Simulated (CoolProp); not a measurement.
Model: reference Helmholtz-energy equation of state, Akasaka 2015, in CoolProp.

For R245fa, give the phase and the Z, cv (kJ/(kg K)), fugacity coefficient at 166.85 °C and 3370 kPa; 166.85 °C and 5060 kPa.


- 166.85 °C and 3370 kPa: gas; Z 0.626, cv 1.16, fugacity coefficient 0.731
- 166.85 °C and 5060 kPa: supercritical; Z 0.268, cv 1.20, fugacity coefficient 0.583
